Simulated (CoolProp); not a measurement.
Properties of R407C at several states (Tc = 86.2 °C, pc = 4.632 MPa, ω = 0.363).

Model: reference Helmholtz-energy equation of state, Lemmon 2003, in CoolProp. It is a pseudo-pure fit of the blend.

```json
[
 {"T (°C)": "115.35", "p (MPa)": "0.413", "phase": "gas", "density (kg/m³)": "11.30", "Prandtl number": "0.781"},
 {"T (°C)": "212.25", "p (MPa)": "0.0276", "phase": "gas", "density (kg/m³)": "0.5899", "Prandtl number": "0.809"},
 {"T (°C)": "195.95", "p (MPa)": "1.19", "phase": "gas", "density (kg/m³)": "27.25", "Prandtl number": "0.808"},
 {"T (°C)": "15.05", "p (MPa)": "0.191", "phase": "gas", "density (kg/m³)": "7.120", "Prandtl number": "0.793"},
 {"T (°C)": "174.35", "p (MPa)": "0.0189", "phase": "gas", "density (kg/m³)": "0.4382", "Prandtl number": "0.795"}
]
```

Viscosity comes from a separate model (Geller 2000). Thermal conductivity comes from a separate model (Geller 2001).
